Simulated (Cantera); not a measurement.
## Equilibrium for chemical vapour transport: Fe3O4 + HCl + N2 + Cl2

A closed system holds: 1 mol Fe3O4, 1 mol HCl, 9.1 mol N2, 0.063 mol Cl2, held at 1000 Pa.

These are equilibrium values from Cantera (NASA tables, ideal gas, pure condensed phases), not measurements of a reactor. Candidate condensed phases: Fe, FeCl2, FeCl3, FeO, Fe(OH)2, Fe(OH)3, Fe2O3, Fe3O4, H2O, NH4Cl; 37 gas species. Mutual solubility and eutectic melting of coexisting phases are not modelled. Condensed phases not in the tables: FeOCl. Equilibrium is a limit: real reactors are often held back by kinetics, nucleation or transport.

From 850 K to 1300 K the condensed part is Fe2O3(s) + Fe3O4(s). From 1350 K to 1400 K the condensed part is Fe3O4(s). The main Fe-bearing gas is FeCl2 throughout. The share of Fe in condensed phases is highest at 850 K (97.9 %) and lowest at 1400 K (94.6 %).

```tsv
T (K)	x N2	x HCl	x FeCl2	x H2O	x O2	x Cl	x FeCl3	n Fe2O3(s)	n Fe3O4(s)
850	0.896	0.0972	0.00504	0.000644	<1e-12	2.12e-7	0.00112	0.236	0.822
900	0.896	0.0964	0.00583	0.00102	5.11e-12	9.17e-7	0.000890	0.244	0.814
950	0.896	0.0954	0.00661	0.00152	1.54e-10	3.39e-6	0.000716	0.253	0.807
1000	0.896	0.0941	0.00743	0.00214	3.25e-9	1.10e-5	0.000590	0.261	0.799
1050	0.896	0.0927	0.00829	0.00288	5.02e-8	3.18e-5	0.000497	0.270	0.790
1100	0.896	0.0910	0.00920	0.00371	5.96e-7	8.37e-5	0.000427	0.278	0.782
1150	0.895	0.0891	0.0101	0.00463	5.65e-6	0.000202	0.000371	0.285	0.775
1200	0.895	0.0871	0.0110	0.00563	4.42e-5	0.000455	0.000326	0.287	0.770
1250	0.895	0.0849	0.0118	0.00669	0.000291	0.000954	0.000286	0.271	0.778
1300	0.893	0.0825	0.0125	0.00784	0.00165	0.00188	0.000249	0.177	0.839
1350	0.890	0.0790	0.0136	0.00939	0.00444	0.00292	0.000188	0	0.953
1400	0.890	0.0746	0.0157	0.0116	0.00469	0.00342	0.000120	0	0.946
```
x: gas mole fraction; n: condensed amount in mol.
